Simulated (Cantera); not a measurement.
# Stirred combustor or abatement burner

A perfectly stirred reactor is fed with 3.75 % CH4, 12.9 % O2, 82.9 % N2, 0.357 % H2O, at 23000 Pa; it is adiabatic with a 523 K inlet, and is followed from long to short residence time, starting on the burning branch (τ in s: 0.12, 0.055, 0.024, 0.011, 0.0049, 0.0022, 0.00097, 0.00043, 0.00019, 8.6e-05, 3.8e-05, 1.7e-05, 7.7e-06).

Computed with Cantera and GRI-Mech 3.0 (53 species, 325 reactions).

| τ (s) | T (K) | x CH4 | x O2 | x HCN | x C2H | x CH2O | x H | x N2O |
|---|---|---|---|---|---|---|---|---|
| 0.12 | 1393 | 4.43e-5 | 0.0547 | 1.98e-9 | <1e-12 | 3.53e-6 | 0.000126 | 1.50e-7 |
| 0.055 | 1383 | 7.32e-5 | 0.0550 | 3.72e-9 | <1e-12 | 5.80e-6 | 0.000251 | 1.23e-7 |
| 0.024 | 1367 | 0.000129 | 0.0556 | 7.17e-9 | <1e-12 | 9.86e-6 | 0.000493 | 9.75e-8 |
| 0.011 | 1341 | 0.000237 | 0.0567 | 1.27e-8 | <1e-12 | 1.68e-5 | 0.000848 | 7.70e-8 |
| 0.0049 | 1297 | 0.000535 | 0.0594 | 2.27e-8 | 1.47e-12 | 3.35e-5 | 0.00123 | 5.58e-8 |
| 0.0022 | 523 | 0.0375 | 0.129 | <1e-12 | <1e-12 | <1e-12 | <1e-12 | <1e-12 |
| 0.00097 | 523 | 0.0375 | 0.129 | <1e-12 | <1e-12 | <1e-12 | <1e-12 | <1e-12 |
| 0.00043 | 523 | 0.0375 | 0.129 | <1e-12 | <1e-12 | <1e-12 | <1e-12 | <1e-12 |
| 0.00019 | 523 | 0.0375 | 0.129 | <1e-12 | <1e-12 | <1e-12 | <1e-12 | <1e-12 |
| 8.6e-5 | 523 | 0.0375 | 0.129 | <1e-12 | <1e-12 | <1e-12 | <1e-12 | <1e-12 |
| 3.8e-5 | 523 | 0.0375 | 0.129 | <1e-12 | <1e-12 | <1e-12 | <1e-12 | <1e-12 |
| 1.7e-5 | 523 | 0.0375 | 0.129 | <1e-12 | <1e-12 | <1e-12 | <1e-12 | <1e-12 |
| 7.7e-6 | 523 | 0.0375 | 0.129 | <1e-12 | <1e-12 | <1e-12 | <1e-12 | <1e-12 |
x: mole fraction; the columns are a selection and need not sum to one.
